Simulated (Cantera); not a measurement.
**Equilibrium for carbothermic reduction: Cu₂O + C + CO**

Charge: 1 mol Cu₂O, 2.6 mol C, 0.36 mol CO, at 677 °C and 0.0490 bar.

Cantera equilibrium calculation (NASA polynomials, part measured and part estimated; ideal gas, pure solids and liquids). Candidate condensed phases: C, Cu, CuO, Cu₂O; 15 gas species. Equilibrium is a limit: real reactors are often held back by kinetics, nucleation or transport.

The x(CO) is 0.929 and the x(CO₂) is 0.0708. The n(C(graphite)) is 1.69 mol and the n(Cu(s)) is 2.00 mol. The gas amount comes out as 1.270 mol.
